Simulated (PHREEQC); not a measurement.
Consider water at 15 °C with 0.2 mol CdCl2, 8.2e-05 mol NaCl and 0.00048 mol HCl per kg of water. Closed to the air; pH follows from the charge balance.

Model: ion-association model, phreeqc.dat, run in PHREEQC.

Each row changes one thing in this solution. This is a speciation only: nothing precipitates in the calculation.

```
case                                    pH  ionic strength (mol/kgw)  Cl- (mol/kgw)  CdCl+ (mol/kgw)  CdCl2 (mol/kgw)  Cd+2 (mol/kgw)  SI of Halite (NaCl)
------------------------------------  ----  ------------------------  -------------  ---------------  ---------------  --------------  -------------------
as made                               3.42                     0.203          0.173            0.125           0.0447          0.0259                -6.68
diluted 10-fold with water            4.38                    0.0361         0.0276              ___         0.000832         0.00842                -8.36
HCl from 0.00048 to 0.00096 mol/kgw   3.12                     0.204          0.174            0.125           0.0448          0.0259                -6.68
HCl from 0.00048 to 0.000432 mol/kgw  3.46                     0.203          0.173            0.125           0.0447          0.0259                -6.68
CdCl2 from 0.2 to 0.3 mol/kgw         3.42                     0.270          0.230            0.180           0.0804          0.0300                -6.57
0.16 mol/kgw HBr added                0.90                     0.339            ___           0.0836           0.0360          0.0145                  ___
0.03 mol/kgw CO2 added                3.38                     0.203          0.173            0.125           0.0447          0.0259                -6.68
```

Problem. Fill in the missing entries.

Solution. 
- diluted 10-fold with water, CdCl+ (mol/kgw): 0.0107
- 0.16 mol/kgw HBr added, Cl- (mol/kgw): 0.232
- 0.16 mol/kgw HBr added, SI of Halite (NaCl): -6.59
